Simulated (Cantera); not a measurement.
Input: 1 mol B₂H₆, 0.38 mol O₂, a varied amount of H₂, held at 240 Pa.

These are equilibrium values from Cantera (NASA tables, ideal gas, pure condensed phases), not measurements of a reactor. Candidate condensed phases: B, B₂O₃, B₃O₃H₃, H₂O; 23 gas species. The feed counts by its element totals alone. Mutual solubility and eutectic melting of coexisting phases are not modelled. Kinetics and transport are ignored.

### Question
What condenses at these points (T in K, n(H₂) in mol): (1473, 87); (1373, 110); (1173, 48); (1773, 120); (873, 160)?

### Answer
```
T (K)  n(H₂) in mol  condensed phases  B condensed (%)
-----  ------------  ----------------  ---------------
1473             87                 B             62.1
1373            110                 B             62.3
1173             48          B + B₂O₃             95.5
1773            120                 B             61.3
873             160          B + B₂O₃             94.0
```
